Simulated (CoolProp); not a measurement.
Saturation properties of n-pentane.

Values from CoolProp's reference Helmholtz-energy equation of state, Thol 2019.

```json
[
 {"T (°C)": "89.85", "p (MPa)": "0.4689", "enthalpy of vaporisation (kJ/kg)": "307.9", "liquid cp (kJ/(kg K))": "2.669", "surface tension (mN/m)": "8.57", "liquid viscosity (µPa s)": "93.9", "vapour viscosity (µPa s)": "7.83"},
 {"T (°C)": "99.95", "p (MPa)": "0.5924", "enthalpy of vaporisation (kJ/kg)": "296.6", "liquid cp (kJ/(kg K))": "2.738", "surface tension (mN/m)": "7.57", "liquid viscosity (µPa s)": "84.5", "vapour viscosity (µPa s)": "…"},
 {"T (°C)": "110.15", "p (MPa)": "0.7402", "enthalpy of vaporisation (kJ/kg)": "284.2", "liquid cp (kJ/(kg K))": "2.815", "surface tension (mN/m)": "6.57", "liquid viscosity (µPa s)": "75.8", "vapour viscosity (µPa s)": "8.12"},
 {"T (°C)": "120.35", "p (MPa)": "0.9139", "enthalpy of vaporisation (kJ/kg)": "270.9", "liquid cp (kJ/(kg K))": "2.901", "surface tension (mN/m)": "5.60", "liquid viscosity (µPa s)": "67.7", "vapour viscosity (µPa s)": "8.26"},
 {"T (°C)": "130.55", "p (MPa)": "…", "enthalpy of vaporisation (kJ/kg)": "256.3", "liquid cp (kJ/(kg K))": "3.001", "surface tension (mN/m)": "4.67", "liquid viscosity (µPa s)": "…", "vapour viscosity (µPa s)": "8.40"},
 {"T (°C)": "140.65", "p (MPa)": "1.348", "enthalpy of vaporisation (kJ/kg)": "240.2", "liquid cp (kJ/(kg K))": "3.121", "surface tension (mN/m)": "…", "liquid viscosity (µPa s)": "53.2", "vapour viscosity (µPa s)": "8.56"},
 {"T (°C)": "150.85", "p (MPa)": "1.616", "enthalpy of vaporisation (kJ/kg)": "…", "liquid cp (kJ/(kg K))": "…", "surface tension (mN/m)": "…", "liquid viscosity (µPa s)": "46.5", "vapour viscosity (µPa s)": "8.74"},
 {"T (°C)": "161.05", "p (MPa)": "1.922", "enthalpy of vaporisation (kJ/kg)": "201.0", "liquid cp (kJ/(kg K))": "3.495", "surface tension (mN/m)": "2.10", "liquid viscosity (µPa s)": "40.0", "vapour viscosity (µPa s)": "8.97"},
 {"T (°C)": "171.15", "p (MPa)": "2.268", "enthalpy of vaporisation (kJ/kg)": "176.1", "liquid cp (kJ/(kg K))": "3.848", "surface tension (mN/m)": "1.36", "liquid viscosity (µPa s)": "33.8", "vapour viscosity (µPa s)": "9.29"}
]
```

**Question.** Fill in the missing entries.

**Answer.** 
- 99.95, vapour viscosity (µPa s): 7.98
- 130.55, p (MPa): 1.116
- 130.55, liquid viscosity (µPa s): 60.2
- 140.65, surface tension (mN/m): 3.77
- 150.85, enthalpy of vaporisation (kJ/kg): 222.0
- 150.85, liquid cp (kJ/(kg K)): 3.276
- 150.85, surface tension (mN/m): 2.91

It boils at 36.1 °C under 1 atm.

Viscosity comes from a separate model (Quiñones-Cisneros 2006), older than the equation that it now runs on, and unchecked against measurements. Surface tension comes from a separate correlation (Mulero 2012).
